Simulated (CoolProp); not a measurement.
Properties of fluorine along the isobar 7.11 MPa.

Values from CoolProp's reference Helmholtz-energy equation of state, de Reuck 1990.

| T (K) | phase | cp (kJ/(kg K)) | expansivity (1/kK) |
|---|---|---|---|
| 130.5 | liquid | ___ | 10.22 |
| 154.7 | supercritical | 5.228 | 75.47 |
| 178.9 | supercritical | 1.393 | ___ |
| 203.2 | supercritical | 1.092 | 8.420 |
| 227.4 | supercritical | 0.9826 | 6.285 |
| 251.6 | supercritical | 0.9307 | 5.120 |
| 275.8 | supercritical | 0.9049 | 4.375 |
| 300 | supercritical | ___ | 3.852 |

### Question
Fill in the missing entries.

### Answer

- 130.5, cp (kJ/(kg K)): 1.874
- 178.9, expansivity (1/kK): 13.87
- 300, cp (kJ/(kg K)): 0.8928

The peak of cp marks the crossing from liquid-like to gas-like fluid above the critical point.
